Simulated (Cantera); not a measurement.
Feed: 1 mol C2H2, 0.26 mol H2O, at 0.000120 bar.

These are equilibrium values from Cantera (NASA tables, ideal gas, pure condensed phases), not measurements of a reactor. Candidate condensed phases: C, C6H6, C7H8, C8H18, H2O; 110 gas species. The numbers say what is thermodynamically allowed, not how fast it happens. All values below are at 2423 K.

Base state: H 0.699, H2 0.186, CO 0.111, C2H2 (acetylene) 0.00144, C3 0.00120, C 0.000465, C2H 0.000328, C2 0.000109 (mole fractions); condensed: C(graphite).

Q: What changes in the equilibrium state with this change: H2O from 0.26 to 2.1 mol?

A: 
```csv
species,before,after
H,0.699,0.583
CO,0.111,0.273
H2,0.186,0.130
O,<1e-9,0.00729
H2O,<1e-9,0.00286
OH,<1e-9,0.00243
C2H2 (acetylene),0.00144,<1e-9
"C(graphite), mol",1.72,0
```
